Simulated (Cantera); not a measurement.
## Thermodynamics of carbothermic reduction, feed Fe3O4 + C + CO

Input: 1 mol Fe3O4, a varied amount of C, 0.23 mol CO, at 2000 K and 10.0 mbar.

Equilibrium computed with Cantera from the NASA thermochemical tables; the gas is ideal and each condensed phase is pure. Candidate condensed phases: C, Fe, Fe(CO)5, FeO, Fe2O3, Fe3O4; 15 gas species. Each liquid is taken as pure. Mutual solubility and eutectic melting of coexisting phases are not modelled. The tables' stoichiometric FeO is somewhat more stable than real wüstite, so its field is too wide. FeO: taken at fixed stoichiometry. Kinetics and transport are ignored.

| n(C) (mol) | log p CO | log p CO2 | log p Fe | log p FeO | n FeO(l) | n Fe(l) |
|---|---|---|---|---|---|---|
| 0.57 | -2.34 | -2.27 | -4.50 | -5.47 | 3.00 | 0 |
| 0.69 | -2.19 | -2.47 | -4.15 | -5.47 | 2.99 | 0 |
| 0.85 | -2.08 | -2.81 | -3.70 | -5.47 | 2.98 | 0 |
| 1 | -2.06 | -3.05 | -3.44 | -5.47 | 2.89 | 0.0677 |
| 1.3 | -2.06 | -3.05 | -3.44 | -5.47 | 2.56 | 0.384 |
| 1.6 | -2.06 | -3.05 | -3.44 | -5.47 | 2.23 | 0.701 |
| 1.9 | -2.06 | -3.05 | -3.44 | -5.47 | 1.90 | 1.02 |
| 2.4 | -2.06 | -3.05 | -3.44 | -5.47 | 1.35 | 1.54 |
| 2.9 | -2.06 | -3.05 | -3.44 | -5.47 | 0.808 | 2.07 |
| 3.6 | -2.06 | -3.05 | -3.44 | -5.47 | 0.0428 | 2.81 |
log p: log10 of the partial pressure in bar; n: condensed amount in mol.

From 0.57 mol C to 0.85 mol C the condensed part is FeO(l). From 1 mol C to 3.6 mol C the condensed part is Fe(l) + FeO(l). The main Fe-bearing gas is Fe throughout. The share of Fe in condensed phases is highest at 0.57 mol C (99.9 %) and lowest at 3.6 mol C (95.1 %).
